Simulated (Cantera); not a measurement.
A perfectly stirred reactor is fed with 13.0 % H₂, 87.0 % O₂, at 0.0267 bar; it is held at 1000 K, and followed from long to short residence time.

Detailed kinetics in Cantera: the H2/O2 subset of GRI-Mech 3.0, which has no nitrogen chemistry. Radical loss at walls, strong at low pressure, is not modelled. The temperature is held fixed by assumption; the heat of reaction is taken as removed at once.

Question: Predict: x(H₂) at τ = 1.60 s; x(O₂) at τ = 1.60 s; x(O) at τ = 1.60 s; x(H₂O) at τ = 1.60 s; x(H₂O₂) at τ = 1.60 s; x(H₂) at τ = 10.0 ms; x(O₂) at τ = 10.0 ms; x(O) at τ = 10.0 ms; x(H₂O) at τ = 10.0 ms; x(H₂O₂) at τ = 10.0 ms.

Answer: 
* **x(H₂) at τ = 1.60 s**: 0.000593
* **x(O₂) at τ = 1.60 s**: 0.860
* **x(O) at τ = 1.60 s**: 0.000418
* **x(H₂O) at τ = 1.60 s**: 0.139
* **x(H₂O₂) at τ = 1.60 s**: 4.09e-7
* **x(H₂) at τ = 10.0 ms**: 0.0103
* **x(O₂) at τ = 10.0 ms**: 0.851
* **x(O) at τ = 10.0 ms**: 0.00766
* **x(H₂O) at τ = 10.0 ms**: 0.123
* **x(H₂O₂) at τ = 10.0 ms**: 9.18e-7
